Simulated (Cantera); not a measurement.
Cantera with NASA thermochemical tables; ideal gases at 1 bar, condensed phases pure. Values are per mole of reaction as written; species without (g) are pure solids or liquids, kept so even where they would boil at 1 bar.

Question: Between 2648 and 2848 K, where is each reaction favourable under standard conditions?
- 0.8 Ta + O₂(g) ⇌ 0.4 Ta₂O₅
- 1.333 Ti + O₂(g) ⇌ 0.6667 Ti₂O₃
- 4 Al + O₂(g) ⇌ 2 Al₂O(g)

Answer: 
- 0.8 Ta + O₂(g) ⇌ 0.4 Ta₂O₅: ΔG° is -396 kJ at 2648 K and -371 kJ at 2848 K; it stays negative (K > 1). ΔH° is -720 kJ and ΔS° -122 J/K at 2848 K.
- 1.333 Ti + O₂(g) ⇌ 0.6667 Ti₂O₃: ΔG° is -563 kJ at 2648 K and -535 kJ at 2848 K; it stays negative (K > 1). ΔH° is -935 kJ and ΔS° -141 J/K at 2848 K.
- 4 Al + O₂(g) ⇌ 2 Al₂O(g): ΔG° is -596 kJ at 2648 K and -609 kJ at 2848 K; it stays negative (K > 1). ΔH° is -431 kJ and ΔS° 62 J/K at 2848 K.
